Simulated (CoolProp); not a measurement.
n-octane along the isotherm 605.1 K: fugacity coefficient from the reference equation and from simpler models built on Tc = 568.7 K, pc = 24.84 bar, ω = 0.398; each cubic takes its own stable root.

Computed with CoolProp (reference Helmholtz-energy equation of state, Beckmüller 2019).

```
p (bar)          phase  reference
-------  -------------  ---------
27.6     supercritical     0.7002
55.2     supercritical     0.4648
82.8     supercritical     0.3652
110      supercritical     0.3186
138      supercritical     0.2932
166      supercritical     0.2798
193      supercritical     0.2739
221      supercritical     0.2726
248      supercritical     0.2749
```

Problem. How far does each simpler model (van der Waals, Redlich-Kwong, Soave-Redlich-Kwong) lie from the reference over these 9 states: mean and median of the absolute difference, and the worst?

Solution. 
- van der Waals: mean 24.4 %, median 23.4 %, worst +51.5 % at 605.1 K and 248 bar
- Redlich-Kwong: mean 6.3 %, median 6.8 %, worst +12.1 % at 605.1 K and 248 bar
- Soave-Redlich-Kwong: mean 14.1 %, median 15.4 %, worst +22.1 % at 605.1 K and 248 bar
